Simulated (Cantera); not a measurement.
**Ignition delay**

Mixture: CH4 : O2 : N2 = 1 : 1.18 : 4.42 (molar parts), at 9.87 atm, adiabatic and at constant pressure. Ignition delay is the time to a rise of 400 K.

Computed with Cantera and GRI-Mech 3.0 (53 species, 325 reactions).

```tsv
T0 (K)	delay (ms)
1100	22.9
1200	6.24
1300	1.92
1400	0.650
1500	0.237
1600	0.0927
1700	0.0390
```

| Item | Value |
|---|---|
| apparent activation energy between 1500 and 1700 K | 190 kJ/mol |
